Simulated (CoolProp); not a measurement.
Carbonyl sulfide along the isotherm 113.75 °C: density (kg/m³) from the reference equation and from simpler models built on Tc = 105.6 °C, pc = 6369 kPa, ω = 0.098; each cubic takes its own stable root.

Values from CoolProp's reference Helmholtz-energy equation of state, Lemmon 2006. It is a short technical equation, of lower accuracy than the large ones.

```csv
p (kPa),phase,reference,ideal gas,van der Waals,Redlich-Kwong,Soave-Redlich-Kwong,Peng-Robinson
995,gas,19.57,18.58,19.47,19.59,19.59,19.71
1990,gas,41.56,37.16,?,41.63,41.60,42.14
2990,gas,67.04,55.84,65.77,67.12,67.05,68.41
3980,gas,97.25,74.33,94.51,97.20,97.04,99.81
4980,gas,136.2,93.00,130.9,135.7,135.3,140.5
5970,gas,192.6,111.5,182.6,190.3,189.1,198.7
6970,supercritical,324.3,130.2,343.9,315.8,305.5,325.7
7960,supercritical,?,148.7,?,498.6,490.5,535.0
8960,supercritical,651.3,167.3,483.4,557.2,551.9,606.4
9950,supercritical,685.3,185.8,506.8,594.0,589.8,650.2
10900,supercritical,708.9,203.6,524.0,620.9,617.2,681.8
11900,supercritical,728.6,222.2,538.9,643.9,640.7,708.7
12900,supercritical,745.0,240.9,?,663.5,660.6,731.4
13900,supercritical,759.1,259.6,562.4,680.6,677.9,751.2
14900,supercritical,771.6,278.3,572.2,695.8,693.3,768.7
15900,supercritical,782.8,296.9,581.0,709.5,707.2,784.5
```

### Question
Complete the blanks.

### Answer

- 1990, van der Waals: 41.09
- 7960, reference: 589.1
- 7960, van der Waals: 447.7
- 12900, van der Waals: 551.5
